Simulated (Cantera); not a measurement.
## Reactions in the system N-Na-O-S

Cantera with NASA thermochemical tables; ideal gases at 1 bar, condensed phases pure. Values are per mole of reaction as written; species without (g) are pure solids or liquids, kept so even where they would boil at 1 bar.

4 Na + 2 SO2(g) → Na2SO4 + Na2S

| T (K) | ΔH° (kJ) | ΔS° (J/K) | ΔG° (kJ) | log10 K | condensed phases |
|---|---|---|---|---|---|
| 1075 | -1123.2 | -411.0 | -681.4 | 33.11 | Na(l), Na2SO4(s), Na2S(s) |
| 1150 | -1116.0 | -404.4 | -650.9 | 29.56 | Na(l), Na2SO4(s), Na2S(s) |
| 1225 | -1083.0 | -376.1 | -622.2 | 26.53 | Na(l), Na2SO4(l), Na2S(s) |
| 1300 | -1070.9 | -366.6 | -594.3 | 23.88 | Na(l), Na2SO4(l), Na2S(s) |
| 1375 | -1062.8 | -360.5 | -567.1 | 21.54 | Na(l), Na2SO4(l), Na2S(s) |
| 1450 | -1036.5 | -342.3 | -540.2 | 19.46 | Na(l), Na2SO4(l), Na2S(l) |
| 1525 | -1032.9 | -339.8 | -514.6 | 17.63 | Na(l), Na2SO4(l), Na2S(l) |

2 N2(g) + SO2(g) + 2 Na(g) → 2 N2O(g) + Na2S

```tsv
T (K)	ΔH° (kJ)	ΔS° (J/K)	ΔG° (kJ)	log10 K	condensed phases
1075	-93.7	-361.2	294.6	-14.31	Na2S(s)
1150	-88.8	-356.8	321.5	-14.60	Na2S(s)
1225	-81.2	-350.4	348.1	-14.84	Na2S(s)
1300	-70.3	-341.8	374.0	-15.03	Na2S(s)
1375	-63.3	-336.5	399.5	-15.17	Na2S(s)
1450	-37.7	-318.8	424.6	-15.29	Na2S(l)
1525	-34.6	-316.7	448.4	-15.36	Na2S(l)
```
